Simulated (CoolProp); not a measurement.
Sulfur hexafluoride along the isotherm 343.4 K: fugacity coefficient from the reference equation and from simpler models built on Tc = 318.7 K, pc = 3.755 MPa, ω = 0.210; each cubic takes its own stable root.

The numbers come from the reference Helmholtz-energy equation of state, Guder 2009 in CoolProp.

```tsv
p (MPa)	phase	reference
0.0594	gas	0.9959
0.0959	gas	0.9933
0.155	gas	0.9893
0.25	gas	0.9827
0.404	gas	0.9721
0.653	gas	0.9550
1.06	gas	0.9274
1.71	gas	0.8838
2.76	gas	0.8146
4.45	supercritical	0.7047
7.19	supercritical	0.5404
11.6	supercritical	0.4088
18.8	supercritical	0.3334
```

Problem. How far does each simpler model (Redlich-Kwong, Peng-Robinson) lie from the reference over these 13 states: mean and median of the absolute difference, and the worst?

Solution. 
- Redlich-Kwong: mean 0.6 %, median 0.4 %, worst -1.9 % at 343.4 K and 7.19 MPa
- Peng-Robinson: mean 1.7 %, median 1.1 %, worst -4.4 % at 343.4 K and 18.8 MPa
